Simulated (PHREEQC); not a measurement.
Make-up at 33 °C: 0.031 mol/kgw Cu(NO3)2, 0.00041 mol/kgw HNO3 and 0.012 mol/kgw FeCl3. Closed to the air; pH follows from the charge balance.

Equilibrium calculation in PHREEQC: ion-association model, wateq4f.dat.

Each row changes one thing in this solution. This is a speciation only: nothing precipitates in the calculation.

```
case                                            pH  ionic strength (mol/kgw)  Cl- (mol/kgw)  Cu+2 (mol/kgw)  CuCl+ (mol/kgw)  CuCl2 (mol/kgw)  SI of Tenorite (CuO)  SI of Atacamite (Cu2(OH)3Cl)
--------------------------------------------  ----  ------------------------  -------------  --------------  ---------------  ---------------  --------------------  ----------------------------
as made                                       2.23                     0.152         0.0330          0.0296          0.00134          1.34e-5                 -4.84                         -5.87
diluted 100-fold with water                   3.71                   0.00134       0.000360             ___          3.73e-7         7.21e-11                 -3.49                         -6.47
FeCl3 from 0.012 to 0.024 mol/kgw             2.06                     0.206            ___          0.0287          0.00227          4.02e-5                 -5.25                         -6.24
FeCl3 from 0.012 to 0.12 mol/kgw              1.82                     0.535          0.266          0.0245          0.00612         0.000342                 -5.92                         -6.76
FeCl3 replaced by PbCl2 at the same molality  3.47                     0.118         0.0205          0.0301         0.000912          6.01e-6                 -2.33                         -2.27
Cu(NO3)2 from 0.031 to 0.0279 mol/kgw         2.23                     0.142         0.0330          0.0267          0.00123          1.25e-5                 -4.88                         -5.94
```

Problem. Fill in the missing entries.

Solution. 
- diluted 100-fold with water, Cu+2 (mol/kgw): 0.000310
- FeCl3 from 0.012 to 0.024 mol/kgw, Cl- (mol/kgw): 0.0633

Complexes and solids missing from the database can't appear. Some of these states are supersaturated (in Hematite (slow to form), Goethite (slow to form), for instance).
